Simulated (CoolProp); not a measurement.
Saturation properties of dimethyl carbonate (Tc = 283.9 °C, pc = 4.909 MPa, ω = 0.346).

Computed with CoolProp (reference Helmholtz-energy equation of state, Zhou 2011).

| T (°C) | p (MPa) | enthalpy of vaporisation (kJ/kg) | vapour Z |
|---|---|---|---|
| 58.05 | 0.03236 | 397.4 | 0.9876 |
| 61.05 | 0.03641 | 395.4 | 0.9865 |
| 64.05 | 0.04087 | 393.4 | 0.9852 |
| 66.95 | 0.04560 | 391.4 | 0.9840 |
| 69.95 | 0.05094 | 389.4 | 0.9826 |
| 72.95 | 0.05677 | 387.4 | 0.9811 |
| 75.95 | 0.06314 | 385.4 | 0.9796 |
| 78.95 | 0.07006 | 383.3 | 0.9779 |
| 81.95 | 0.07758 | 381.3 | 0.9762 |
| 84.95 | 0.08573 | 379.2 | 0.9744 |
| 87.95 | 0.09455 | 377.1 | 0.9724 |
| 90.85 | 0.1037 | 375.1 | 0.9705 |
| 93.85 | 0.1140 | 373.0 | 0.9684 |
| 96.85 | 0.1250 | 370.9 | 0.9661 |
| 99.85 | 0.1369 | 368.8 | 0.9638 |

It boils at 90.1 °C under 1 atm.
